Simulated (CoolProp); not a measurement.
Properties of hydrogen chloride at several states.

Model: reference Helmholtz-energy equation of state, Thol 2018, in CoolProp.

```csv
T (°C),p (bar),phase,density (kg/m³),cp (kJ/(kg K)),Joule-Thomson coefficient (K/MPa),isothermal compressibility (1/MPa)
239.25,22.1,gas,19.35,0.8373,5.189,0.4627
373.95,0.122,gas,0.08268,0.8162,3.550,81.97
-51.05,6.01,liquid,1096,1.709,-0.2257,0.001865
66.75,1.75,gas,2.273,0.8096,11.62,5.754
```
